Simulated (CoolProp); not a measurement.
A single-stage vapour-compression cycle with dimethyl ether: evaporating at 308.15 K (dew point), condensing at 360.15 K (bubble point), superheat 10 K, subcooling 8 K, compressor efficiency 0.8, no pressure losses. Each further row changes one setting.

Values from CoolProp's reference Helmholtz-energy equation of state, Wu 2011.

```csv
case,cooling COP,pressure ratio,discharge temperature (K),refrigerating effect (kJ/kg),volumetric capacity (kJ/m³)
as stated,3.74,3.29,384.8,285,4430
evaporating temperature 313.15 K,[?],[?],383.1,[?],[?]
condensing temperature 355.15 K,[?],[?],378.8,300,4650
subcooling 13 K,3.93,3.29,384.8,300,4650
superheat 20 K,[?],3.29,394.7,303,4480
compressor efficiency 0.7,3.28,3.29,389.8,285,4430
```

Problem. What belongs in the gaps?

Solution. 
- evaporating temperature 313.15 K, cooling COP: 4.30
- evaporating temperature 313.15 K, pressure ratio: 2.88
- evaporating temperature 313.15 K, refrigerating effect (kJ/kg): 290
- evaporating temperature 313.15 K, volumetric capacity (kJ/m³): 5130
- condensing temperature 355.15 K, cooling COP: 4.29
- condensing temperature 355.15 K, pressure ratio: 2.98
- superheat 20 K, cooling COP: 3.77
